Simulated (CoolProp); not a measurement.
Vapour-liquid equilibrium of R125 (1) + fluoroethane (R161) (2) at 11.1 bar; x and y are mole fractions of (1).

Model: multi-fluid Helmholtz-energy mixture model, Lemmon 2005 and Wu 2012; pair parameters Bell 2016, in CoolProp.

```json
[
 {"x": "0.05", "bubble temperature (K)": "304.3", "y at the bubble point": "0.063", "dew temperature at overall composition x (K)": "304.5", "liquid density (mol/L)": "14.22"},
 {"x": "0.2", "bubble temperature (K)": "301.9", "y at the bubble point": "0.256", "dew temperature at overall composition x (K)": "302.7", "liquid density (mol/L)": "13.48"},
 {"x": "0.35", "bubble temperature (K)": "299.1", "y at the bubble point": "0.434", "dew temperature at overall composition x (K)": "300.5", "liquid density (mol/L)": "12.80"},
 {"x": "0.5", "bubble temperature (K)": "296.4", "y at the bubble point": "0.590", "dew temperature at overall composition x (K)": "298.0", "liquid density (mol/L)": "12.15"},
 {"x": "0.65", "bubble temperature (K)": "294.0", "y at the bubble point": "0.722", "dew temperature at overall composition x (K)": "295.3", "liquid density (mol/L)": "11.55"},
 {"x": "0.8", "bubble temperature (K)": "292.0", "y at the bubble point": "0.841", "dew temperature at overall composition x (K)": "292.7", "liquid density (mol/L)": "10.98"},
 {"x": "0.95", "bubble temperature (K)": "290.5", "y at the bubble point": "0.958", "dew temperature at overall composition x (K)": "290.6", "liquid density (mol/L)": "10.45"}
]
```

No azeotrope shows between x = 0.05 and 0.95.

Pair parameters are fitted to limited data, so mixtures are less certain than the pure fluids. The gap from Raoult's law changes sign with composition, which may be real or a fault of the pair parameters; it wasn't checked against measurements.
